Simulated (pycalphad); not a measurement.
Computed with pycalphad from the COST 507 light-alloy database (1999), at 1 atm. No gas phase is included, though pure Mg would boil below 1650 K. The data set is of 1999 and partly superseded. Diffusion is slow at the low end, where real alloys seldom reach equilibrium.

Task: How does the equilibrium phase assembly of Al-21.5Mg-7.2Si (at.%) change on cooling from 1650 K to 370 K?

Result: 
```json
[
 {"T (K)": "969.3", "phases above": "LIQUID", "phases below": "LIQUID + MG2SI"},
 {"T (K)": "862.1", "phases above": "LIQUID + MG2SI", "phases below": "FCC_A1 + LIQUID + MG2SI"},
 {"T (K)": "801.1", "phases above": "FCC_A1 + LIQUID + MG2SI", "phases below": "FCC_A1 + MG2SI"},
 {"T (K)": "603.0", "phases above": "FCC_A1 + MG2SI", "phases below": "ALMG_BETA + FCC_A1 + MG2SI"}
]
```
Changes were sought between steps of 40 K, so a narrower field can be missed.

Database names, with the compositions (at.%) that they take in these runs: MG2SI: Mg 67 Si 33; ALMG_BETA: Al 61 Mg 39. FCC_A1 is fcc.
